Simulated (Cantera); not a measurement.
Feed: 1 mol HgO, 0.11 mol H2, held at 4.80 mbar.

Cantera equilibrium calculation (NASA polynomials, part measured and part estimated; ideal gas, pure solids and liquids). Candidate condensed phases: H2O, Hg, HgO; 10 gas species. Kinetics and transport are ignored.

Q: At 575 K, list the 3 most abundant gas species with their mole fractions, and the condensed phases.

A: Hg 0.643, O2 0.286, H2O 0.0707. Condensed: gas only.
